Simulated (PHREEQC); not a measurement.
PHREEQC input (ion-association model, phreeqc.dat):

```
SOLUTION 0
  temp 25
  units mmol/kgw
  pH 7 charge
  Cl 13.01
  Mg 6.5
  O(0) 1 O2(g) -0.68
SOLUTION 1-30
  temp 25
  units mmol/kgw
  pH 7 charge
  Br 0.35
  K 0.35
  Cl 78.01
  Ba 39
  O(0) 1 O2(g) -0.68
END
EXCHANGE 1-30
  X 0.017
  -equilibrate 1
END
SELECTED_OUTPUT 1
  -reset false
  -pH true
  -pe true
  -ionic_strength true
  -water true
  -step true
  -totals Ba Br Cl K Mg
  -molalities KX MgX2 BaX2
  -saturation_indices Sylvite
PRINT
  -reset false
TRANSPORT
  -cells 30
  -shifts 150
  -lengths 0.00333333
  -time_step 300
  -dispersivities 0.0035
  -boundary_conditions flux flux
  -correct_disp true
  -punch_cells 30
  -punch_frequency 5
END
```

Selected output (columns that matter, 12 of 31 rows; pore volumes added in front):

```
pore volumes	pH	mu	Ba	Br	Cl	K	Mg	m_KX	m_MgX2	m_BaX2	si_Sylvite
0	5.0867	0.11736	0.039	0.00035	0.07801	0.00035	0	5.2882e-05	0	0.0084736	-5.7094
0.5167	5.0866	0.11661	0.038739	0.00034733	0.077515	0.00034851	1.2922e-05	5.283e-05	1.3842e-06	0.0084722	-5.7135
0.85	5.0801	0.08647	0.028088	0.00023957	0.057502	0.00027343	0.00064073	4.8418e-05	9.365e-05	0.0083821	-5.9238
1.35	5.058	0.029527	0.0082449	3.5918e-05	0.019681	8.5291e-05	0.0015657	2.6829e-05	0.00072215	0.0077644	-6.82
1.85	5.0509	0.02014	0.0041346	2.288e-06	0.013435	2.108e-05	0.0025685	8.5766e-06	0.0019819	0.0065138	-7.5714
2.35	5.0503	0.019536	0.0027058	1.0195e-07	0.013029	4.3429e-06	0.0038015	1.9202e-06	0.0034644	0.0050346	-8.2692
2.6833	5.0503	0.019512	0.0020484	1.1596e-08	0.013012	1.3982e-06	0.004452	6.4254e-07	0.0043826	0.0041171	-8.7619
3.1833	5.0503	0.01951	0.0013356	4.0931e-10	0.01301	2.3793e-07	0.0051643	1.1437e-07	0.0055626	0.0029373	-9.5311
3.6833	5.0503	0.01951	0.00085606	1.361e-11	0.01301	3.8328e-08	0.0056439	1.9036e-08	0.0064901	0.0020099	-10.324
4.1833	5.0503	0.01951	0.00053603	4.3706e-13	0.01301	5.9484e-09	0.005964	3.0234e-09	0.007182	0.001318	-11.133
4.5167	5.0503	0.01951	0.00038635	4.3618e-14	0.01301	1.691e-09	0.0061137	8.6914e-10	0.0075286	0.00097139	-11.679
5.0167	5.0503	0.01951	0.00023058	1.3586e-15	0.01301	2.5152e-10	0.0062694	1.3082e-10	0.0079063	0.00059371	-12.507
```
